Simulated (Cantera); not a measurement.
Predominance diagram of Li at 950 K against the partial pressures of O2 and Cl2 (log10, bar). Standard-state values (1 bar) from the NASA 1993 polynomials, evaluated with Cantera. Candidates: Li(l), LiCl(l), Li2O(s). Only these pure phases compete in this equilibrium. Not in the tables: the peroxide.

Question: Which phase is stable at these pairs, and which metal-bearing vapour leads over it? (-4.1, -11.8); (-6.2, -1.2); (-6.2, -8.3); (-6.2, -10.6); (-36.9, -5.9); (-12.3, -10.6); (-16.4, -13)

Answer: 
| log p(O2) | log p(Cl2) | phase | chief vapour | log p (bar) |
|---|---|---|---|---|
| -4.1 | -11.8 | LiCl(l) | Li2Cl2 | -3.9 |
| -6.2 | -1.2 | LiCl(l) | Li2Cl2 | -3.9 |
| -6.2 | -8.3 | LiCl(l) | Li2Cl2 | -3.9 |
| -6.2 | -10.6 | LiCl(l) | Li2Cl2 | -3.9 |
| -36.9 | -5.9 | LiCl(l) | Li2Cl2 | -3.9 |
| -12.3 | -10.6 | LiCl(l) | Li2Cl2 | -3.9 |
| -16.4 | -13 | LiCl(l) | Li2Cl2 | -3.9 |
